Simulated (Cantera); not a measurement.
Feed: 1 mol borazine, 0.35 mol O₂, 0.13 mol N₂, at 973.15 K and 1330 Pa.

Cantera equilibrium calculation (NASA polynomials, part measured and part estimated; ideal gas, pure solids and liquids). Candidate condensed phases: B, BN, B₂O₃, B₃O₃H₃, H₂O; 39 gas species. The feed counts by its element totals alone. Kinetics and transport are ignored.

Base state: H₂ 0.891, N₂ 0.108, H₂O 0.000984 (mole fractions); condensed: BN(s) + B₂O₃(l).

Problem. What changes in the equilibrium state with this change: 1.5 mol Cl₂ added?

Solution. 
```tsv
species	before	after
HCl	0	0.617
H₂	0.891	0.308
N₂	0.108	0.0746
H₂O	0.000984	0.000301
BN(s), mol	2.54	2.53
B₂O₃(l), mol	0.232	0.233
```
Further candidate phases: NH₄Cl.
